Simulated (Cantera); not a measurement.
**Reactions in the system H-N-O-Zr**

Standard-state values (1 bar) from the NASA 1993 polynomials, evaluated with Cantera. Values are per mole of reaction as written; species without (g) are pure solids or liquids, kept so even where they would boil at 1 bar. ZrN: taken at fixed stoichiometry.

2 ZrN + H2O2(g) + 2 H2O(g) → 2 ZrO2(g) + 2 NH3(g)

```json
[
 {"T (K)": "300", "ΔH° (kJ)": "686.1", "ΔS° (J/K)": "242.8", "ΔG° (kJ)": "613.3", "log10 K": "-106.78"},
 {"T (K)": "2575", "ΔH° (kJ)": "611.8", "ΔS° (J/K)": "178.8", "ΔG° (kJ)": "151.4", "log10 K": "-3.07"},
 {"T (K)": "2625", "ΔH° (kJ)": "609.4", "ΔS° (J/K)": "177.9", "ΔG° (kJ)": "142.5", "log10 K": "-2.83"},
 {"T (K)": "2675", "ΔH° (kJ)": "607.0", "ΔS° (J/K)": "177.0", "ΔG° (kJ)": "133.6", "log10 K": "-2.61"},
 {"T (K)": "2725", "ΔH° (kJ)": "604.6", "ΔS° (J/K)": "176.1", "ΔG° (kJ)": "124.8", "log10 K": "-2.39"},
 {"T (K)": "2775", "ΔH° (kJ)": "602.1", "ΔS° (J/K)": "175.2", "ΔG° (kJ)": "116.0", "log10 K": "-2.18"},
 {"T (K)": "2825", "ΔH° (kJ)": "599.6", "ΔS° (J/K)": "174.3", "ΔG° (kJ)": "107.2", "log10 K": "-1.98"},
 {"T (K)": "2875", "ΔH° (kJ)": "597.0", "ΔS° (J/K)": "173.4", "ΔG° (kJ)": "98.5", "log10 K": "-1.79"},
 {"T (K)": "2925", "ΔH° (kJ)": "594.4", "ΔS° (J/K)": "172.5", "ΔG° (kJ)": "89.9", "log10 K": "-1.61"},
 {"T (K)": "2975", "ΔH° (kJ)": "591.7", "ΔS° (J/K)": "171.6", "ΔG° (kJ)": "81.3", "log10 K": "-1.43"}
]
```
